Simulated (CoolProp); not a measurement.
A single-stage vapour-compression cycle with the fluid: evaporating at 193.15 K (dew point), condensing at 232.15 K (bubble point), superheat 10 K, subcooling 0 K, compressor efficiency 0.9, no pressure losses. The same conditions are run with several fluids, on thermodynamics alone (safety and materials aside).

Model: reference Helmholtz-energy equation of state of each fluid (ethylene: Smukala 2000; R143a: Lemmon and Jacobsen 2000; hydrogen chloride: Thol 2018; R125: Lemmon 2005; ethane: Bücker 2006; nitrous oxide: Lemmon 2006), in CoolProp.

### Question
Rank ethylene, R143a, hydrogen chloride, R125, ethane, nitrous oxide by cooling COP, highest first.

### Answer
R143a (3.77), R125 (3.75), ethane (3.63), nitrous oxide (3.51), hydrogen chloride (3.46), ethylene (3.44)

| fluid | pressure ratio | discharge temperature (K) | refrigerating effect (kJ/kg) | volumetric capacity (kJ/m³) |
|---|---|---|---|---|
| ethylene | 4.14 | 288.3 | 356 | 2150 |
| R143a | 8.59 | 273.6 | 205 | 162 |
| hydrogen chloride | 5.54 | 343.4 | 381 | 1130 |
| R125 | 9.16 | 262.3 | 144 | 160 |
| ethane | 4.78 | 280.0 | 391 | 1140 |
| nitrous oxide | 5.53 | 312.5 | 304 | 1340 |
